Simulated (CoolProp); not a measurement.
Properties of R407C along the isotherm 323.3 K.

Model: reference Helmholtz-energy equation of state, Lemmon 2003, in CoolProp. It is a pseudo-pure fit of the blend.

```csv
p (kPa),phase,cp (kJ/(kg K)),expansivity (1/kK),conductivity (mW/(m K)),fugacity coefficient
3860,liquid,1.685,5.435,75.2,0.4378
5790,liquid,1.610,4.661,77.4,0.3096
7720,liquid,1.559,4.146,79.4,0.2460
9650,liquid,1.521,3.772,81.1,0.2084
11600,liquid,1.492,3.482,82.7,0.1835
13500,liquid,1.469,3.255,84.2,0.1665
15400,liquid,1.450,3.068,85.5,0.1541
17400,liquid,1.433,2.902,86.8,0.1443
19300,liquid,1.419,2.767,88.0,0.1372
21200,liquid,1.407,2.650,89.2,0.1316
23200,liquid,1.396,2.541,90.3,0.1271
```

Thermal conductivity comes from a separate model (Geller 2001).
